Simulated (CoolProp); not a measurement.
The numbers come from the reference Helmholtz-energy equation of state, Lemmon 2006 in CoolProp. It is a short technical equation, of lower accuracy than the large ones.

For C3F8 (R218), give the phase and the cp (kJ/(kg K)), viscosity (µPa s), fugacity coefficient at 325.1 K and 2.15 MPa; 363.4 K and 2.15 MPa; 440 K and 2.15 MPa.


- 325.1 K and 2.15 MPa: liquid; cp 1.37, viscosity 109, fugacity coefficient 0.596
- 363.4 K and 2.15 MPa: gas; cp 1.09, viscosity 17.6, fugacity coefficient 0.781
- 440 K and 2.15 MPa: gas; cp 1.03, viscosity 19.7, fugacity coefficient 0.895

Viscosity comes from a separate model (Huber 2003), an estimate that may be off by 10 % or more.
